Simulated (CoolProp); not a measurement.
Model: reference Helmholtz-energy equation of state, Lemmon 2006, in CoolProp. It is a short technical equation, of lower accuracy than the large ones.

Question: Give the vapour pressure (bar), liquid density (kg/m³), vapour density (kg/m³), vapour viscosity (µPa s) of saturated toluene at 171.15 °C.

Answer: 
```
T (°C)  p (bar)  liquid density (kg/m³)  vapour density (kg/m³)  vapour viscosity (µPa s)
------  -------  ----------------------  ----------------------  ------------------------
171.15     4.34                     713                    12.2                      10.1
```

Viscosity comes from a separate model (Avgeri 2015).
